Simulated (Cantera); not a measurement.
A Cantera script and what it prints.

```python
import numpy as np
import cantera as ct

gas_names = """
    H H2 N NH NH2 NH3 N2 N2H2 N2H4 Si SiH SiH2 SiH3 SiH4 SiN Si2 Si2N Si3
""".split()
cond_names = """
    Si(cr) Si(L) Si3N4(a)
""".split()


# ... load() reads the species with a 1 bar reference pressure and builds the phases ...
atoms = {
    'SiH4': {'Si': 1, 'H': 4},
    'N2': {'N': 2},
}
top_T = {'Si3N4(a)': 2400}  # K; cautious upper limits of use, not melting points


# ... equilibrate(T, P, feed) seeds the gas with the atoms and calls Mixture.equilibrate('TP', solver="vcs", rtol=1e-11, max_steps=5000) ...
results = []
feed = {'SiH4': 1, 'N2': 5.6}  # mol
P = 13332.2  # Pa
for T in [1423, 1473, 1523, 1573, 1623, 1673, 1723, 1773, 1823, 1873, 1923, 1973, 2023]:
    mix = equilibrate(T, P, feed)
    results.append((T, P, feed, dict(zip(mix.species_names, mix.species_moles))))

top = {s: max(r[3][s] / sum(r[3][g] for g in gas_names) for r in results) for s in gas_names}
cols = sorted((s for s in top if top[s] > 0.0001), key=lambda s: -top[s])[:6]
seen = [c for c in cond_names if any(r[3].get(c, 0) > 1e-12 for r in results)]
print("log10 of partial pressures in bar; condensed amounts in mol")
print(f"{'T/K':>10s}" + "".join(f"{s[:9]:>10s}" for s in cols + seen))
for T, P, feed, n in results:
    ng = sum(n[g] for g in gas_names)
    print(f"{T:10.4g}" + "".join(f"{np.log10(max(n[s] / ng * P / 1e5, 1e-99)):10.3f}" for s in cols)
          + "".join(f"{n.get(c, 0):10.4g}" for c in seen))
```

Result:

```
log10 of partial pressures in bar; condensed amounts in mol
       T/K        N2        H2         H        Si     Si(L)  Si3N4(a)
      1423    -1.023    -1.415    -5.885   -11.480         0    0.3333
      1473    -1.023    -1.415    -5.605   -10.619         0    0.3333
      1523    -1.023    -1.415    -5.344    -9.816         0    0.3333
      1573    -1.023    -1.415    -5.098    -9.064         0    0.3333
      1623    -1.023    -1.415    -4.868    -8.360         0    0.3333
      1673    -1.023    -1.415    -4.651    -7.698         0    0.3333
      1723    -1.023    -1.415    -4.447    -7.076         0    0.3333
      1773    -1.023    -1.415    -4.254    -6.489         0    0.3333
      1823    -1.023    -1.416    -4.071    -5.935         0    0.3333
      1873    -1.023    -1.416    -3.898    -5.412         0    0.3332
      1923    -1.023    -1.416    -3.734    -4.916         0     0.333
      1973    -1.008    -1.457    -3.598    -4.501    0.9971         0
      2023    -1.009    -1.458    -3.450    -4.245    0.9951         0
```

Cantera equilibrium calculation (NASA polynomials, part measured and part estimated; ideal gas, pure solids and liquids). N2 is the only nitrogen source here; it is nearly inert below about 1500 K, so the nitride shown seldom forms there in practice. The tables' values for SiN are old estimates; treat these amounts as uncertain. Gases not in the tables: Si2H6 and higher silanes.
